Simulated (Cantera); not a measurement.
Feed: 1 mol c-C4F8, 0.27 mol H2, 1.3 mol Si, held at 527 °C and 3.00 Pa.

These are equilibrium values from Cantera (NASA tables, ideal gas, pure condensed phases), not measurements of a reactor. Candidate condensed phases: C, C6H6, C7H8, C8H18, Si, SiC; 113 gas species. The feed counts by its element totals alone. Condensed phases not in the tables: fluorocarbon polymer. Gases not in the tables: C2F6 and larger saturated fluorocarbons. Kinetics and transport are ignored.

Base state: SiF4 0.541, CF4 0.235, HF 0.225 (mole fractions); condensed: C(graphite).

**Question.** What changes in the equilibrium state with this change: Si from 1.3 to 0.021 mol?

**Answer.** 
| species | before | after |
|---|---|---|
| CF4 | 0.235 | 0.767 |
| HF | 0.225 | 0.225 |
| SiF4 | 0.541 | 0.00873 |
| C(graphite), mol | 3.44 | 2.16 |

**Question.** What changes in the equilibrium state with this change: temperature from 527 °C to 1450 °C?

**Answer.** 
```
species           before    after
----------------  ------  -------
SiF4               0.541    0.491
HF                 0.225    0.204
CF4                0.235    0.164
F                  <1e-9   0.0828
CF2                <1e-9   0.0568
CF3                <1e-9  0.00114
CF                 <1e-9  7.76e-5
C(graphite), mol    3.44     3.41
```
The tables' values for SiF3 are old estimates; treat these amounts as uncertain.
